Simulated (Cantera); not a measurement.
Input (Python, Cantera):

```python
import numpy as np
import cantera as ct

gas = ct.Solution("gri30.yaml")
gas.TPX = 1125, 1000000, {'CO': 0.0096, 'O2': 0.023, 'H2O': 0.0012, 'N2': 1}
inlet = ct.Reservoir(gas, clone=True)

reactor = ct.IdealGasConstPressureReactor(gas, energy="off", clone=False)
exhaust = ct.Reservoir(gas, clone=True)
tau = [9.3, 2.5, 0.66, 0.17, 0.046, 0.012, 0.0032][0]
for a, b in ((inlet, reactor), (reactor, exhaust)):
    ct.MassFlowController(a, b, mdot=lambda t: reactor.mass / tau)
net = ct.ReactorNet([reactor])
show = ['CO', 'O2', 'H2O', 'N2O', 'H', 'NO']

rows = []
print(f"{'tau/s':>10s}{'T/K':>9s}" + "".join(f"{s:>11s}" for s in show))
for tau in [9.3, 2.5, 0.66, 0.17, 0.046, 0.012, 0.0032]:
    net.initial_time = 0.0
    net.advance(30 * tau)
    before = gas.X
    net.advance(40 * tau)
    drift = np.max(np.abs(gas.X - before) / (gas.X + 1e-9))
    rows.append([gas.T, *gas[show].X, drift])
    print(f"{tau:10.3e}{gas.T:9.1f}" + "".join(f"{x:11.3e}" for x in gas[show].X))
```

Result:

```
     tau/s      T/K         CO         O2        H2O        N2O          H         NO
 9.300e+00   1125.0  6.214e-04  1.799e-02  1.165e-03  1.817e-06  7.751e-10  3.223e-08
 2.500e+00   1125.0  1.613e-03  1.848e-02  1.164e-03  2.159e-06  2.123e-09  2.450e-08
 6.600e-01   1125.0  3.664e-03  1.949e-02  1.162e-03  1.602e-06  4.975e-09  1.013e-08
 1.700e-01   1125.0  6.444e-03  2.085e-02  1.159e-03  7.246e-07  8.488e-09  1.926e-09
 4.600e-02   1125.0  8.309e-03  2.177e-02  1.159e-03  2.351e-07  9.970e-09  2.098e-10
 1.200e-02   1125.0  9.059e-03  2.214e-02  1.159e-03  5.642e-08  8.497e-09  1.476e-11
 3.200e-03   1125.0  9.267e-03  2.224e-02  1.160e-03  5.917e-09  2.492e-09  3.413e-13
```

Computed with Cantera and GRI-Mech 3.0 (53 species, 325 reactions).
